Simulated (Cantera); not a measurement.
Cantera run:

```python
import numpy as np
import cantera as ct

gas_names = [...]  # 115 gases of nasa_gas.yaml made of C, Ca, H, O
cond_names = """
    C(gr) C6H6(L) C7H8(L) C8H18(L),n-octa Ca(a) Ca(b) Ca(L) CaCO3(caL) CaO(s) CaO(L) CaO2H2(s) H2O(s)
    H2O(L)
""".split()


# ... load() reads the species with a 1 bar reference pressure and builds the phases ...
atoms = {
    'CaCO3': {'Ca': 1, 'C': 1, 'O': 3},
    'C': {'C': 1},
    'CO2': {'C': 1, 'O': 2},
    'H2': {'H': 2},
}
top_T = {'C(gr)': 4500}  # K; cautious upper limits of use, not melting points


# ... equilibrate(T, P, feed) seeds the gas with the atoms and calls Mixture.equilibrate('TP', solver="vcs", rtol=1e-11, max_steps=5000) ...
results = []
T = 975  # K
P = 170000  # Pa
for m in [0.17, 0.21, 0.26, 0.3, 0.35, 0.4, 0.44, 0.49, 0.53, 0.58, 0.63, 0.67]:
    feed = {'CaCO3': 1, 'C': 0.12, 'CO2': m, 'H2': 0.25}  # mol
    mix = equilibrate(T, P, feed)
    results.append((T, P, feed, dict(zip(mix.species_names, mix.species_moles))))
    x = sorted(zip(gas.X, gas.species_names), reverse=True)
    print(f"T = {T:g} K  P = {P:g} Pa  n(CO2) = {m:g} mol  gas = {mix.phase_moles(0):.4g} mol")
    print("   x: " + "  ".join(f"{s} {v:.3e}" for v, s in x if v > 0.001))
    print("   condensed (mol): " + ("  ".join(f"{mix.phase(i).name} {mix.phase_moles(i):.4g}"
          for i in range(1, mix.n_phases) if mix.phase_moles(i) > 1e-12) or "none"))
```

Output:

```
T = 975 K  P = 170000 Pa  n(CO2) = 0.17 mol  gas = 0.45 mol
   x: H2 3.752e-01  CO 3.138e-01  CO2 1.608e-01  H2O 1.203e-01  CH4 3.006e-02
   condensed (mol): C(gr) 0.06293  CaCO3(caL) 1
T = 975 K  P = 170000 Pa  n(CO2) = 0.21 mol  gas = 0.5047 mol
   x: CO 3.398e-01  H2 3.326e-01  CO2 1.885e-01  H2O 1.155e-01  CH4 2.363e-02
   condensed (mol): C(gr) 0.05147  CaCO3(caL) 1
T = 975 K  P = 170000 Pa  n(CO2) = 0.26 mol  gas = 0.573 mol
   x: CO 3.647e-01  H2 2.915e-01  CO2 2.171e-01  H2O 1.086e-01  CH4 1.814e-02
   condensed (mol): C(gr) 0.03624  CaCO3(caL) 1
T = 975 K  P = 170000 Pa  n(CO2) = 0.3 mol  gas = 0.6276 mol
   x: CO 3.804e-01  H2 2.652e-01  CO2 2.363e-01  H2O 1.031e-01  CH4 1.503e-02
   condensed (mol): C(gr) 0.02354  CaCO3(caL) 1
T = 975 K  P = 170000 Pa  n(CO2) = 0.35 mol  gas = 0.6959 mol
   x: CO 3.964e-01  CO2 2.565e-01  H2 2.384e-01  H2O 9.654e-02  CH4 1.214e-02
   condensed (mol): C(gr) 0.007235  CaCO3(caL) 1
T = 975 K  P = 170000 Pa  n(CO2) = 0.4 mol  gas = 0.7564 mol
   x: CO 3.958e-01  CO2 2.827e-01  H2 2.160e-01  H2O 9.651e-02  CH4 9.016e-03
   condensed (mol): CaCO3(caL) 1
T = 975 K  P = 170000 Pa  n(CO2) = 0.44 mol  gas = 0.7992 mol
   x: CO 3.863e-01  CO2 3.076e-01  H2 1.998e-01  H2O 9.953e-02  CH4 6.753e-03
   condensed (mol): CaCO3(caL) 1
T = 975 K  P = 170000 Pa  n(CO2) = 0.49 mol  gas = 0.8518 mol
   x: CO 3.744e-01  CO2 3.369e-01  H2 1.817e-01  H2O 1.023e-01  CH4 4.789e-03
   condensed (mol): CaCO3(caL) 1
T = 975 K  P = 170000 Pa  n(CO2) = 0.53 mol  gas = 0.8934 mol
   x: CO 3.650e-01  CO2 3.588e-01  H2 1.687e-01  H2O 1.038e-01  CH4 3.685e-03
   condensed (mol): CaCO3(caL) 1
T = 975 K  P = 170000 Pa  n(CO2) = 0.58 mol  gas = 0.9449 mol
   x: CO2 3.846e-01  CO 3.536e-01  H2 1.542e-01  H2O 1.050e-01  CH4 2.697e-03
   condensed (mol): CaCO3(caL) 1
T = 975 K  P = 170000 Pa  n(CO2) = 0.63 mol  gas = 0.996 mol
   x: CO2 4.085e-01  CO 3.425e-01  H2 1.414e-01  H2O 1.055e-01  CH4 2.004e-03
   condensed (mol): CaCO3(caL) 1
T = 975 K  P = 170000 Pa  n(CO2) = 0.67 mol  gas = 1.037 mol
   x: CO2 4.265e-01  CO 3.340e-01  H2 1.323e-01  H2O 1.057e-01  CH4 1.596e-03
   condensed (mol): CaCO3(caL) 1
```

Method: chemical equilibrium by Gibbs-energy minimisation in Cantera with the NASA 1993 tables (ideal gas, pure condensed phases).
